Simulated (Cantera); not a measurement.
## Stirred combustor or abatement burner

A perfectly stirred reactor is fed with 30.5 % CO, 1.07 % H2, 14.4 % O2, 54.0 % N2, at 3680 Torr; it is adiabatic with a 700 K inlet, and is followed from long to short residence time, starting on the burning branch (τ in s: 0.036, 0.017, 0.0076, 0.0035, 0.0016, 0.00074, 0.00034, 0.00016, 7.1e-05, 3.3e-05, 1.5e-05, 6.9e-06, 3.2e-06).

Cantera simulation using GRI-Mech 3.0 (53 species, 325 reactions); the numbers are that mechanism's predictions, not measurements. The hydrogen kinetics of GRI-Mech 3.0 are dated; newer H2 mechanisms differ, most at raised pressure.

```
τ (s)    T (K)    x CO      x H2    x O2   x CO2    x N2O
-------  -----  ------  --------  ------  ------  -------
0.036     2621  0.0732  0.000421  0.0157   0.276  7.58e-7
0.017     2614  0.0743  0.000428  0.0164   0.274  7.83e-7
0.0076    2596  0.0768  0.000444  0.0179   0.271  8.38e-7
0.0035    2562  0.0816  0.000475  0.0206   0.265  9.44e-7
0.0016    2501  0.0899  0.000531  0.0251   0.255  1.12e-6
0.00074   2409   0.102  0.000613  0.0310   0.241  1.32e-6
0.00034   2289   0.116  0.000713  0.0376   0.224  1.45e-6
0.00016   2154   0.130  0.000807  0.0440   0.206  1.48e-6
7.1e-5    1985   0.148  0.000882  0.0518   0.183  1.45e-6
3.3e-5    1773   0.174  0.000930  0.0647   0.153  1.40e-6
1.5e-5     700   0.305    0.0107   0.144  <1e-12   <1e-12
6.9e-6     700   0.305    0.0107   0.144  <1e-12   <1e-12
3.2e-6     700   0.305    0.0107   0.144  <1e-12   <1e-12
```
x: mole fraction; the columns are a selection and need not sum to one.
